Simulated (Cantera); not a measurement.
A closed system holds: 1 mol SiHCl₃, 1.8 mol CH₄, 6.1 mol H₂, 0.11 mol HCl, at 1623 K and 26000 Pa.

Method: chemical equilibrium by Gibbs-energy minimisation in Cantera with the NASA 1993 tables (ideal gas, pure condensed phases). Candidate condensed phases: C, C₆H₆, C₇H₈, C₈H₁₈, Si, SiC; 109 gas species. The tables' values for SiCl₃ are old estimates; treat these amounts as uncertain. Rates play no part.

Base state: H₂ 0.742, HCl 0.253, SiCl₂ 0.00344, SiCl₃ 0.000620, SiCl₄ 0.000261, CH₄ 0.000212, SiHCl₃ 0.000118, H 0.000117 (mole fractions); condensed: C(graphite) + SiC(s).

Question: What changes in the equilibrium state with this change: SiHCl₃ replaced by SiF₄?

Answer: 
```tsv
species	before	after
H₂	0.742	0.880
SiF₄	0	0.0753
HF	0	0.0176
HCl	0.253	0.0101
SiF₃	0	0.0115
SiHF₃	0	0.00418
SiF₂	0	0.000825
SiCl₄	0.000261	<1e-9
SiH₂F₂	0	0.000103
SiCl₃	0.000620	2.61e-8
C(graphite), mol	0.849	1.80
SiC(s), mol	0.948	0
```
The tables' values for SiF₃, SiF₂ are old estimates; treat these amounts as uncertain.
